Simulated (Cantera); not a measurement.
Standard-state values (1 bar) from the NASA 1993 polynomials, evaluated with Cantera. Values are per mole of reaction as written; species without (g) are pure solids or liquids, kept so even where they would boil at 1 bar.

### Question
Between 300 and 800 K, where is each reaction favourable under standard conditions?
- 3 Ti₂O₃ ⇌ Ti₄O₇ + 2 TiO(g)
- Ti + 2 OH(g) ⇌ TiO₂ + 2 H(g)
- 6 HCl(g) + 6 TiOCl₂(g) ⇌ 2 O₃(g) + 6 TiCl₃ + 3 H₂(g)

### Answer
- 3 Ti₂O₃ ⇌ Ti₄O₇ + 2 TiO(g): ΔG° is 1137 kJ at 300 K and 936 kJ at 800 K; it stays positive (K < 1). ΔH° is 1234 kJ and ΔS° 373 J/K at 800 K.
- Ti + 2 OH(g) ⇌ TiO₂ + 2 H(g): ΔG° is -552 kJ at 300 K and -498 kJ at 800 K; it stays negative (K > 1). ΔH° is -577 kJ and ΔS° -98 J/K at 800 K.
- 6 HCl(g) + 6 TiOCl₂(g) ⇌ 2 O₃(g) + 6 TiCl₃ + 3 H₂(g): ΔG° is 182 kJ at 300 K and 810 kJ at 800 K; it stays positive (K < 1). ΔH° is -147 kJ and ΔS° -1196 J/K at 800 K.
